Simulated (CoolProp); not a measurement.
A Linde-Hampson liquefier for dry air: isothermal reversible compression at 250 K from 1 atm to 5 MPa, throttling to 1 atm, return gas leaving the recuperator 5 K below the feed. Each further row changes one setting.

The numbers come from the reference Helmholtz-energy equation of state, Lemmon 2000 in CoolProp. It is a pseudo-pure fit of the blend.

```json
[
 {"case": "as stated", "liquid yield per pass": "0.029", "compression work (kJ/kg of gas)": "277"},
 {"case": "high pressure 10 MPa", "liquid yield per pass": "?", "compression work (kJ/kg of gas)": "?"},
 {"case": "warm-end temperature 280 K", "liquid yield per pass": "?", "compression work (kJ/kg of gas)": "312"},
 {"case": "warm-end gap 10 K", "liquid yield per pass": "0.015", "compression work (kJ/kg of gas)": "277"}
]
```

Some entries are withheld; supply them.


- high pressure 10 MPa, liquid yield per pass: 0.068
- high pressure 10 MPa, compression work (kJ/kg of gas): 324
- warm-end temperature 280 K, liquid yield per pass: 0.018
